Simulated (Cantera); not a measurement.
A closed system holds: 1 mol SiCl₄, 0.18 mol HCl, 86 mol H₂, 0.0072 mol C₃H₈, at 190 Pa.

Equilibrium computed with Cantera from the NASA thermochemical tables; the gas is ideal and each condensed phase is pure. Candidate condensed phases: C, C₆H₆, C₇H₈, C₈H₁₈, Si, SiC; 109 gas species. Mutual solubility and eutectic melting of coexisting phases are not modelled. Gases not in the tables: Si₂H₆ and higher silanes. Equilibrium is a limit: real reactors are often held back by kinetics, nucleation or transport.

Question: What share of the Si ends up in condensed phases as a function of T (°C), at 1050, 1100, 1150, 1200, 1250, 1300, 1350, 1400, 1450, 1500, 1550, 1600, 1650, 1700?

Answer: 
```json
[
 {"T (°C)": "1050", "Si condensed (%)": "61.7", "as": "Si(s) + SiC(s)"},
 {"T (°C)": "1100", "Si condensed (%)": "60.5", "as": "Si(s) + SiC(s)"},
 {"T (°C)": "1150", "Si condensed (%)": "59.3", "as": "Si(s) + SiC(s)"},
 {"T (°C)": "1200", "Si condensed (%)": "58.1", "as": "Si(s) + SiC(s)"},
 {"T (°C)": "1250", "Si condensed (%)": "57.0", "as": "Si(s) + SiC(s)"},
 {"T (°C)": "1300", "Si condensed (%)": "55.7", "as": "Si(s) + SiC(s)"},
 {"T (°C)": "1350", "Si condensed (%)": "54.2", "as": "Si(s) + SiC(s)"},
 {"T (°C)": "1400", "Si condensed (%)": "51.8", "as": "Si(s) + SiC(s)"},
 {"T (°C)": "1450", "Si condensed (%)": "49.7", "as": "Si(l) + SiC(s)"},
 {"T (°C)": "1500", "Si condensed (%)": "45.5", "as": "Si(l) + SiC(s)"},
 {"T (°C)": "1550", "Si condensed (%)": "34.9", "as": "Si(l) + SiC(s)"},
 {"T (°C)": "1600", "Si condensed (%)": "12.8", "as": "Si(l) + SiC(s)"},
 {"T (°C)": "1650", "Si condensed (%)": "1.0", "as": "SiC(s)"},
 {"T (°C)": "1700", "Si condensed (%)": "0.3", "as": "SiC(s)"}
]
```
